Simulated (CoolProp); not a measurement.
Values from CoolProp's reference Helmholtz-energy equation of state, Marx 1992.

Question: For R113, give the phase and the cv (kJ/(kg K)), fugacity coefficient at 226.85 °C and 8.48 MPa; 226.85 °C and 9.89 MPa.

Answer: 
- 226.85 °C and 8.48 MPa: supercritical; cv 0.813, fugacity coefficient 0.379
- 226.85 °C and 9.89 MPa: supercritical; cv 0.809, fugacity coefficient 0.346
